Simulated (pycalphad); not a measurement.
**Effect of Al content in Si-Al**

CALPHAD calculation (pycalphad, COST 507 light-alloy database (1999)), 1 atm. The data set is of 1999 and partly superseded. Phase fractions are per mole of atoms.

| alloy | liquidus (K) | first solid | solidus (K) | phases at 550 K |
|---|---|---|---|---|
| Si-8Al (at.%) | 1648 | DIAMOND_A4 | 850 | DIAMOND_A4 0.92, FCC_A1 0.08 |
| Si-16Al (at.%) | … | DIAMOND_A4 | 850 | … |
| Si-32Al (at.%) | 1498 | DIAMOND_A4 | 850 | DIAMOND_A4 0.68, FCC_A1 0.32 |
| Si-64Al (at.%) | 1179 | DIAMOND_A4 | 850 | FCC_A1 0.64, DIAMOND_A4 0.36 |

### Question
What belongs in the gaps?

### Answer

- Si-16Al (at.%), liquidus (K): 1606
- Si-16Al (at.%), phases at 550 K: DIAMOND_A4 0.84, FCC_A1 0.16

FCC_A1 is fcc; DIAMOND_A4 is diamond (Si).
